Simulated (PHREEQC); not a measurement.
1 kg of water holding 0.063 mol NaHCO3 meets 20 L of dry gas (CO2 0.31, N2 0.69 by moles) at fixed total pressure, at 50 °C; fugacities by Peng-Robinson. The gases take part in no redox reaction, some water evaporates into the gas, and hydrates or a liquid gas phase aren't modelled. No solid was allowed to form.

All values are PHREEQC results (ion-association model, phreeqc.dat), not measurements.

```csv
P (atm),dissolved CO2 (all carbonate carbon) (mol/kgw),φ of CO2,p of CO2 (atm),dissolved N2 (mol/kgw)
2,0.0738,0.992,0.573,0.000662
5,0.0910,0.982,1.49,0.00171
10,0.118,0.965,3.01,0.00345
20,0.170,0.931,6.07,0.00686
30,0.216,0.899,9.13,0.0102
40,0.259,0.869,12.2,0.0135
75,0.379,0.773,22.9,0.0244
100,0.442,0.716,30.6,0.0317
150,0.529,0.622,46.1,0.0457
200,0.583,0.553,61.5,0.0586
300,0.643,0.467,92.4,0.0820
400,0.677,0.422,123,0.103
```

At this temperature some constants are extrapolated from 25 °C, and those without enthalpy data are left unchanged.
